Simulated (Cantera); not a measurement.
A closed system holds: 1 mol Si, 4.9 mol NF3, held at 1573 K and 10.0 mbar.

These are equilibrium values from Cantera (NASA tables, ideal gas, pure condensed phases), not measurements of a reactor. Candidate condensed phases: Si, Si3N4; 16 gas species. The numbers say what is thermodynamically allowed, not how fast it happens.

Base state: F 0.756, N2 0.173, SiF4 0.0707, F2 0.000412 (mole fractions); condensed: gas only.

Task: What changes in the equilibrium state with this change: 0.55 mol HCl added?

Result: 
```
species    before     after
-------  --------  --------
F           0.756     0.683
N2          0.173     0.171
SiF4       0.0707    0.0697
HF              0    0.0383
ClF             0    0.0234
Cl              0    0.0144
Cl2             0  0.000238
F2       0.000412  0.000337
```
Further candidate phases: NH4Cl.

Task: What changes in the equilibrium state with this change: pressure from 10.0 mbar to 88.0 mbar?

Result: 
```json
[
 {"species": "F", "before": "0.756", "after": "0.752"},
 {"species": "N2", "before": "0.173", "after": "0.174"},
 {"species": "SiF4", "before": "0.0707", "after": "0.0709"},
 {"species": "F2", "before": "0.000412", "after": "0.00359"}
]
```
